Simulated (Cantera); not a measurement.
What does this Cantera script print?

```python
import numpy as np
import cantera as ct

gas = ct.Solution("gri30.yaml")
gas.TPX = 1223, 101325, {'CH4': 1, 'CO': 0.53, 'O2': 2.27, 'N2': 8.52, 'H2O': 2.6}
reactor = ct.IdealGasConstPressureReactor(gas, energy="on", clone=False)
net = ct.ReactorNet([reactor])
net.rtol, net.atol = 1e-08, 1e-16
show = ['CH4', 'CO', 'O2', 'C2H6', 'C2H4']
times = np.geomspace(8e-06, 0.1, 16)

steps = ct.SolutionArray(gas, extra=["t"])
rows = []
print(f"{'t/s':>10s}{'T/K':>9s}{'P/Pa':>11s}" + "".join(f"{s:>11s}" for s in show))
for t in times:
    while net.time < t:
        t_next = net.step()
        steps.append(gas.state, t=t_next)
    rows.append([np.interp(t, steps.t, y) for y in (steps.T, steps.P, *steps(*show).X.T)])
    print(f"{t:10.3e}{rows[-1][0]:9.1f}{rows[-1][1]:11.4g}" + "".join(f"{x:11.3e}" for x in rows[-1][2:]))
rate = np.gradient(steps.T, steps.t)
print("integrator steps:", len(steps.t))
if steps.T.max() > steps.T[0] + 200:
    print(f"time of steepest temperature rise: {steps.t[rate.argmax()]:.4e} s")
gas.TPX = 1223, 101325, {'CH4': 1, 'CO': 0.53, 'O2': 2.27, 'N2': 8.52, 'H2O': 2.6}
gas.equilibrate("HP")
print(f"equilibrium (HP): T = {gas.T:.1f} K  " + "  ".join(f"{s} {gas[s].X[0]:.3e}" for s in show))
```

Output:

```
       t/s      T/K       P/Pa        CH4         CO         O2       C2H6       C2H4
 8.000e-06   1223.0  1.013e+05  6.702e-02  3.552e-02  1.521e-01  1.947e-14  2.603e-16
 1.500e-05   1223.0  1.013e+05  6.702e-02  3.552e-02  1.521e-01  1.498e-13  2.772e-15
 2.814e-05   1223.0  1.013e+05  6.702e-02  3.552e-02  1.521e-01  1.097e-12  2.493e-14
 5.278e-05   1223.0  1.013e+05  6.702e-02  3.552e-02  1.521e-01  7.851e-12  2.001e-13
 9.899e-05   1223.0  1.013e+05  6.702e-02  3.552e-02  1.521e-01  5.746e-11  1.561e-12
 1.857e-04   1223.0  1.013e+05  6.702e-02  3.552e-02  1.521e-01  4.398e-10  1.237e-11
 3.482e-04   1223.0  1.013e+05  6.702e-02  3.552e-02  1.521e-01  3.632e-09  1.042e-10
 6.531e-04   1223.0  1.013e+05  6.702e-02  3.552e-02  1.521e-01  3.217e-08  9.350e-10
 1.225e-03   1223.0  1.013e+05  6.702e-02  3.552e-02  1.521e-01  2.871e-07  8.472e-09
 2.297e-03   1223.1  1.013e+05  6.700e-02  3.552e-02  1.521e-01  2.114e-06  6.479e-08
 4.309e-03   1223.3  1.013e+05  6.697e-02  3.551e-02  1.521e-01  9.543e-06  3.231e-07
 8.081e-03   1223.7  1.013e+05  6.689e-02  3.550e-02  1.521e-01  2.872e-05  1.194e-06
 1.516e-02   1225.0  1.013e+05  6.667e-02  3.549e-02  1.519e-01  7.859e-05  4.714e-06
 2.843e-02   1229.5  1.013e+05  6.594e-02  3.549e-02  1.514e-01  2.398e-04  2.728e-05
 5.332e-02   1286.8  1.013e+05  5.723e-02  3.744e-02  1.440e-01  1.353e-03  8.413e-04
 1.000e-01   2455.9  1.013e+05  4.857e-16  2.114e-02  1.236e-02  6.737e-31  6.494e-25
integrator steps: 2317
time of steepest temperature rise: 5.5774e-02 s
equilibrium (HP): T = 2455.3 K  CH4 6.253e-16  CO 2.116e-02  O2 1.226e-02  C2H6 9.885e-31  C2H4 7.330e-25
```

Computed with Cantera and GRI-Mech 3.0 (53 species, 325 reactions).
